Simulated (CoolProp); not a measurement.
Vapour-liquid equilibrium of R143a (1) + propane (2) at 0.198 MPa; x and y are mole fractions of (1).

Values from CoolProp's multi-fluid Helmholtz-energy mixture model, Lemmon and Jacobsen 2000 and Lemmon 2009; pair parameters Bell 2016.

```tsv
x	bubble temperature, mixture model (°C)	bubble temperature, Raoult's law (°C)	y, mixture model	y, Raoult's law
0.05	-30.2	-26.1	0.190	0.063
0.15	-34.8	-26.8	0.372	0.185
0.25	-36.8	-27.5	0.453	0.300
0.35	-37.6	-28.2	0.498	0.408
0.45	?	-28.8	?	0.512
0.55	-38.2	-29.4	?	0.610
0.65	?	-30.1	?	0.704
0.75	-37.6	-30.6	0.651	0.793
0.85	-36.4	-31.2	0.735	0.879
0.95	?	-31.8	0.883	0.960
```

### Question
Some entries are withheld; supply them.

### Answer

- 0.45, bubble temperature, mixture model (°C): -38.0
- 0.45, y, mixture model: 0.530
- 0.55, y, mixture model: 0.561
- 0.65, bubble temperature, mixture model (°C): -38.1
- 0.65, y, mixture model: 0.598
- 0.95, bubble temperature, mixture model (°C): -34.0

The largest gap from Raoult's law is -9.4 K in bubble temperature, at x = 0.35. y crosses x between x = 0.55 and 0.65: the model has an azeotrope there.

Pair parameters are fitted to limited data, so mixtures are less certain than the pure fluids.
